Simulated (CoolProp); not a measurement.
The fluid at 341.48 K and 0.248 MPa is compressed adiabatically to 0.589 MPa with isentropic efficiency 0.7. The same conditions are run with several fluids, on thermodynamics alone (safety and materials aside).

The numbers come from the reference Helmholtz-energy equation of state of each fluid (R141b: Lemmon 2006; c-C4F8 (RC318): Platzer 1990; cyclopropane: Polt 1992; methane: Setzmann 1991; R152A: Outcalt 1996) in CoolProp. The equations of Platzer and Polt are older, rougher fits.

Problem. Rank R141b, c-C4F8 (RC318), cyclopropane, methane, R152A by work (kJ/kg), highest first.

Solution. methane (240), cyclopropane (85.2), R152A (53.5), R141b (28.5), c-C4F8 (RC318) (16.7)

```
fluid           final temperature (K)  final density (kg/m³)
--------------  ---------------------  ---------------------
R141b                           380.7                   24.4
c-C4F8 (RC318)                  363.9                   43.0
cyclopropane                    394.7                   7.85
methane                         437.8                   2.60
R152A                           389.9                   12.6
```
